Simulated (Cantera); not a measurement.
Charge: 1 mol Si, 1.8 mol Cl₂, 9.8 mol H₂, at 977 °C.

Cantera equilibrium calculation (NASA polynomials, part measured and part estimated; ideal gas, pure solids and liquids). Candidate condensed phases: Si; 19 gas species. Kinetics and transport are ignored.

### Question
Which condensed phases are stable at each of these points (P (Pa)): 10000, 23000, 51000, 120000, 260000, 590000, 1300000, 3000000?

### Answer
| P (Pa) | condensed phases | Si condensed (%) |
|---|---|---|
| 10000 | Si(s) | 15.0 |
| 23000 | Si(s) | 13.6 |
| 51000 | Si(s) | 11.5 |
| 120000 | Si(s) | 8.7 |
| 260000 | Si(s) | 5.7 |
| 590000 | Si(s) | 2.1 |
| 1300000 | gas only | 0.0 |
| 3000000 | gas only | 0.0 |

From 10000 Pa to 590000 Pa the condensed part is Si(s). From 1300000 Pa to 3000000 Pa nothing is condensed.
